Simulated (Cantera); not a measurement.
Input: 1 mol CaCO3, 0.1 mol H2, held at 2150 K and 0.150 bar.

These are equilibrium values from Cantera (NASA tables, ideal gas, pure condensed phases), not measurements of a reactor. Candidate condensed phases: C, C6H6, C7H8, C8H18, Ca, CaCO3, CaO, Ca(OH)2, H2O; 115 gas species. Kinetics and transport are ignored.

Base state: CO2 0.797, CO 0.104, H2O 0.0863, O2 0.00709, OH 0.00259, H2 0.00219, H 0.000510, O 0.000425 (mole fractions); condensed: CaO(s).

Task: What changes in the equilibrium state with this change: H2 from 0.1 to 0.83 mol?

Result: 
```json
[
 {"species": "CO", "before": "0.104", "after": "0.341"},
 {"species": "H2O", "before": "0.0863", "after": "0.339"},
 {"species": "CO2", "before": "0.797", "after": "0.204"},
 {"species": "H2", "before": "0.00219", "after": "0.111"},
 {"species": "Ca(OH)2", "before": "2.60e-5", "after": "0.000102"},
 {"species": "O2", "before": "0.00709", "after": "4.30e-5"},
 {"species": "O", "before": "0.000425", "after": "3.31e-5"},
 {"species": "CaO(s), mol", "before": "1.000", "after": "1.000"}
]
```

Task: What changes in the equilibrium state with this change: H2 from 0.1 to 0.021 mol?

Result: 
```tsv
species	before	after
CO2	0.797	0.891
CO	0.104	0.0655
O2	0.00709	0.0221
H2O	0.0863	0.0189
Ca(OH)2	2.60e-5	5.70e-6
H2	0.00219	0.000272
H	0.000510	0.000180
O	0.000425	0.000750
OH	0.00259	0.00161
CaO(s), mol	1.000	1.000
```
